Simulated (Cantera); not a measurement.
A closed system holds: 1 mol CH3Cl, 0.29 mol F2, held at 0.590 bar.

Equilibrium computed with Cantera from the NASA thermochemical tables; the gas is ideal and each condensed phase is pure. Candidate condensed phases: C, C6H6, C7H8, C8H18; 118 gas species. The numbers say what is thermodynamically allowed, not how fast it happens. All values below are at 1398 K.

Base state: HCl 0.437, H2 0.310, HF 0.253, CH4 0.000247 (mole fractions); condensed: C(graphite).

What changes in the equilibrium state with this change: F2 from 0.29 to 1.3 mol?


```json
[
 {"species": "HF", "before": "0.253", "after": "0.673"},
 {"species": "HCl", "before": "0.437", "after": "0.266"},
 {"species": "CF4", "before": "<1e-9", "after": "0.0341"},
 {"species": "H2", "before": "0.310", "after": "6.85e-8"},
 {"species": "Cl2", "before": "1.20e-8", "after": "0.0201"},
 {"species": "CClF3", "before": "<1e-9", "after": "0.00144"},
 {"species": "CH4", "before": "0.000247", "after": "<1e-9"},
 {"species": "CCl2F2", "before": "<1e-9", "after": "5.36e-5"},
 {"species": "Cl", "before": "3.98e-6", "after": "0.00516"},
 {"species": "C(graphite), mol", "before": "0.999", "after": "0.886"}
]
```
Gases not in the tables: C2F6 and larger saturated fluorocarbons.
